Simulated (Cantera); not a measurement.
## Catalytic stagnation flow on Pt

A jet of 3.13 % H2, 17.2 % O2, 79.7 % N2, equivalence ratio 0.091 at 300 K and 38.3 Torr hits a platinum plate 5.3 cm away at a mass flux of 0.022 kg/m²/s; the plate temperature is set and raised in steps from an oxygen-covered start.

Model: Deutschmann's 1995 Pt surface mechanism with GRI-Mech 3.0 gas chemistry, integrated in Cantera. Catalytic surfaces can have several steady states; this one follows from the mechanism file's or the stated starting coverage.

```
plate T (K)  wall x H2  wall x O2  wall x H2O  wall x OH  θ free Pt   θ O*    θ OH*
-----------  ---------  ---------  ----------  ---------  ---------  -----  -------
600            0.00384      0.142      0.0532      <1e-8     0.0444  0.951  0.00467
650            0.00380      0.142      0.0528      <1e-8     0.0471  0.950  0.00315
700            0.00354      0.142      0.0530      <1e-8     0.0532  0.944  0.00231
750            0.00284      0.142      0.0540      <1e-8     0.0711  0.927  0.00193
800            0.00202      0.141      0.0552      <1e-8      0.107  0.892  0.00176
850            0.00145      0.140      0.0560    2.04e-8      0.157  0.841  0.00162
900            0.00110      0.140      0.0564    6.37e-8      0.217  0.782  0.00147
```
x: mole fraction at the wall; θ: surface coverage.
